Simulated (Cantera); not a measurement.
Input: 1 mol HI, 0.4 mol H₂, 5.8 mol O₂, equilibrated at 6900 Pa.

Equilibrium computed with Cantera from the NASA thermochemical tables; the gas is ideal and each condensed phase is pure. Candidate condensed phases: H₂O, I₂; 12 gas species. Kinetics and transport are ignored.

### Question
At 1900 °C, list the 4 most abundant gas species with their mole fractions, and the condensed phases.

### Answer
O₂ 0.726, I 0.137, H₂O 0.116, OH 0.0128. Condensed: gas only.
